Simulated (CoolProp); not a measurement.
CH3F (R41) along the isotherm 72.95 °C: density (kg/m³) from the reference equation and from simpler models built on Tc = 44.1 °C, pc = 59.06 bar, ω = 0.200; each cubic takes its own stable root.

Computed with CoolProp (reference Helmholtz-energy equation of state, Lemmon 2006). It is a short technical equation, of lower accuracy than the large ones.

| p (bar) | phase | reference |
|---|---|---|
| 1.87 | gas | 2.233 |
| 3.32 | gas | 3.993 |
| 5.91 | gas | 7.205 |
| 10.5 | gas | 13.12 |
| 18.7 | gas | 24.49 |
| 33.2 | gas | 47.78 |
| 59.1 | supercritical | 106.3 |
| 105 | supercritical | 354.6 |
| 187 | supercritical | 533.7 |
| 332 | supercritical | 624.4 |
| 591 | supercritical | 702.5 |

Q: How far does each simpler model (Redlich-Kwong, Soave-Redlich-Kwong) lie from the reference over these 11 states: mean and median of the absolute difference, and the worst?

A: 
- Redlich-Kwong: mean 7.3 %, median 1.8 %, worst -20.6 % at 72.95 °C and 187 bar
- Soave-Redlich-Kwong: mean 8.6 %, median 2.7 %, worst -22.9 % at 72.95 °C and 187 bar
